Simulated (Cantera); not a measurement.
An adiabatic, constant-volume homogeneous reactor starts with CH3OH : O2 : N2 = 1 : 0.833 : 3.13 (molar parts), equivalence ratio 1.8, at 1675 K and 750 Torr. Integrator tolerance rtol = 1e-08.

Cantera simulation using GRI-Mech 3.0 (53 species, 325 reactions); the numbers are that mechanism's predictions, not measurements. GRI-Mech 3.0 was tuned for natural gas; its chemistry of methanol as a main component is partial and can be far from experiment.

```tsv
quantity	before	after
time of steepest temperature rise	38.7 µs	26.6 µs
temperature at 0.400 s	2918 K	2953 K
equilibrium temperature	2918 K	2953 K
x(CH3OH) at 0.400 s	<1e-12 (gas-phase equilibrium <1e-12)	<1e-12 (gas-phase equilibrium <1e-12)
x(O2) at 0.400 s	0.00232 (gas-phase equilibrium 0.00232)	0.00201 (gas-phase equilibrium 0.00201)
x(NO) at 0.400 s	0.00360 (gas-phase equilibrium 0.00360)	0.00351 (gas-phase equilibrium 0.00351)
x(H2O) at 0.400 s	0.201 (gas-phase equilibrium 0.201)	0.203 (gas-phase equilibrium 0.203)
x(CO2) at 0.400 s	0.0358 (gas-phase equilibrium 0.0358)	0.0359 (gas-phase equilibrium 0.0359)
x(HCN) at 0.400 s	5.78e-8 (gas-phase equilibrium 5.78e-8)	8.66e-8 (gas-phase equilibrium 8.66e-8)
x(CH3) at 0.400 s	8.01e-12 (gas-phase equilibrium 9.50e-12)	1.49e-11 (gas-phase equilibrium 1.75e-11)
```

**Question.** Which change was made?
A. pressure from 750 Torr to 2400 Torr
B. pressure from 750 Torr to 7500 Torr
C. initial temperature 1675 to 1025 K
D. pressure from 750 Torr to 1130 Torr

**Answer.** D, pressure from 750 Torr to 1130 Torr
